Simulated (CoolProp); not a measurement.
Properties of fluoroethane (R161) at several states (Tc = 375.2 K, pc = 5.010 MPa, ω = 0.216).

Computed with CoolProp (reference Helmholtz-energy equation of state, Wu 2012).

| T (K) | p (MPa) | phase | Z | cp (kJ/(kg K)) | cv (kJ/(kg K)) | speed of sound (m/s) | isothermal compressibility (1/MPa) | fugacity coefficient |
|---|---|---|---|---|---|---|---|---|
| 444.3 | 5 | gas | 0.7838 | 2.095 | 1.603 | 246.6 | 0.2589 | (withheld) |
| 197.7 | 0.0123 | liquid | 0.0004138 | 1.923 | 1.362 | 1330 | 0.0009180 | 0.9696 |
| 352.6 | 0.717 | gas | 0.9349 | 1.506 | 1.271 | 250.9 | 1.497 | 0.9384 |
| 299 | 1.75 | liquid | 0.04751 | (withheld) | 1.457 | 683.9 | (withheld) | 0.4742 |

Question: Complete the blanks.

Answer: 
- 444.3, fugacity coefficient: 0.8112
- 299, cp (kJ/(kg K)): 2.283
- 299, isothermal compressibility (1/MPa): 0.004705
